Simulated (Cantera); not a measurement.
# Gas activation for diamond growth

An isothermal, constant-pressure homogeneous reactor starts with 3.38 % CH₄, 96.6 % H₂, 0.0145 % N₂, at 1423 K and 11.3 Torr.

Model: GRI-Mech 3.0 (53 species, 325 reactions), integrated in Cantera. GRI-Mech 3.0 stops at C3 and has no aromatics, soot or wall deposition, so with more carbon than oxygen in the feed, carbon stays in small species such as C2H2 where larger ones or solid carbon would form. Radical loss at walls, strong at low pressure, is not modelled.

```tsv
t (s)	x CH₄	x H₂	x C₂H₄	x C₂H	x C₂H₂
0.000700	0.0338	0.966	<1e-12	<1e-12	<1e-12
0.00150	0.0338	0.966	<1e-12	<1e-12	<1e-12
0.00321	0.0338	0.966	<1e-12	<1e-12	<1e-12
0.00688	0.0338	0.966	9.67e-12	<1e-12	<1e-12
0.0147	0.0338	0.966	9.57e-11	<1e-12	<1e-12
0.0316	0.0338	0.966	9.51e-10	<1e-12	3.69e-12
0.0676	0.0338	0.966	9.68e-9	<1e-12	9.98e-11
0.145	0.0338	0.966	1.03e-7	<1e-12	3.20e-9
0.310	0.0338	0.966	1.06e-6	<1e-12	1.15e-7
0.665	0.0338	0.966	6.99e-6	<1e-12	3.03e-6
1.42	0.0337	0.966	1.72e-5	1.49e-12	3.04e-5
3.05	0.0335	0.966	2.01e-5	5.87e-12	0.000118
6.54	0.0331	0.966	2.14e-5	1.54e-11	0.000309
14.0	0.0323	0.967	2.43e-5	3.52e-11	0.000704
30.0	0.0306	0.968	3.01e-5	7.58e-11	0.00150
```
x: mole fraction; the columns are a selection and need not sum to one.

Equilibrium at this temperature and pressure: CH₄ 0.00356, H₂ 0.982, C₂H₄ 0.000134, C₂H 9.02e-10, C₂H₂ 0.0144 (gas phase only).
